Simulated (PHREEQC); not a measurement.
A solution holds 46 mmol/kgw NaBF4, at 20 °C. Closed to the air; pH follows from the charge balance.

Computed with PHREEQC (ion-association model, phreeqc.dat).

Each row changes one thing in this solution. Precipitation was switched off in this run.

```tsv
case	pH	ionic strength (mol/kgw)	BF4- (mol/kgw)	HF (mol/kgw)	F- (mol/kgw)	BF3OH- (mol/kgw)
as made	2.79	0.0478	0.0417	0.00529	0.00296	0.00260
0.00088 mol/kgw H3PO4 added	2.72	0.0482	0.0418	0.00551	0.00260	0.00250
temperature from 20 to 5 °C	2.77	0.0479	0.0421	0.00419	0.00286	0.00252
0.0055 mol/kgw HBr added	2.33	0.0515	0.0422	0.00671	0.00130	0.00208
NaBF4 from 0.046 to 0.0046 mol/kgw	3.00	0.00568	0.00304	0.00265	0.00207	0.000384
NaBF4 replaced by HBF4 at the same molality	1.42	0.0441	0.0423	0.0101	0.000238	0.00139
```

Complexes and solids missing from the database can't appear. Away from 25 °C the constants follow the database's enthalpies or fits; those with neither stay at their 25 °C values. Real BF4- forms and hydrolyses slowly; the run takes it at equilibrium.
